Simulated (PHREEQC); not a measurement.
Make-up at 25 °C: 0.00055 mol NaOH, 0.00086 mol K2SiO3 and 0.0023 mol (CH3)4NCl per kg of water. Closed to the air; pH follows from the charge balance.

Equilibrium calculation in PHREEQC: ion-association model, phreeqc.dat.

Question: The ionic strength comes out as 0.00458 mol/kgw. What activity coefficients do H3SiO4-, H2SiO4-2, Cl-, OH-, Na+ get?

Answer: H3SiO4- 0.93, H2SiO4-2 0.75, Cl- 0.93, OH- 0.93, Na+ 0.93.

This is a speciation only: nothing precipitates in the calculation. Species that the database lacks are ignored. (CH3)4N+ isn't in the database: it is added as a free cation with an ion size of 4 Å.
